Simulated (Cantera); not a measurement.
Input: 1 mol MgO, 1.3 mol H2S, 29 mol N2, at 0.133 bar.

Method: chemical equilibrium by Gibbs-energy minimisation in Cantera with the NASA 1993 tables (ideal gas, pure condensed phases). Candidate condensed phases: H2O, H2SO4, Mg, MgO, Mg(OH)2, MgS, MgSO4, S; 43 gas species. Mutual solubility and eutectic melting of coexisting phases are not modelled. Equilibrium is a limit: real reactors are often held back by kinetics, nucleation or transport. All values below are at 1527 °C.

Base state: N2 0.937, H2 0.0387, S2 0.0191, H2S 0.00211, SH 0.00119, H2O 0.000510, Mg 0.000357, S 0.000281 (mole fractions); condensed: MgO(s) + MgS(s).

Question: What changes in the equilibrium state with this change: H2S from 1.3 to 2 mol?

Answer: 
```csv
species,before,after
N2,0.937,0.908
H2,0.0387,0.0569
S2,0.0191,0.0280
Mg,0.000357,0.000295
H2O,0.000510,0.000909
H2S,0.00211,0.00376
SH,0.00119,0.00174
SO,2.56e-5,3.75e-5
"MgO(s), mol",0.983,0.970
"MgS(s), mol",0.00449,0.0198
```
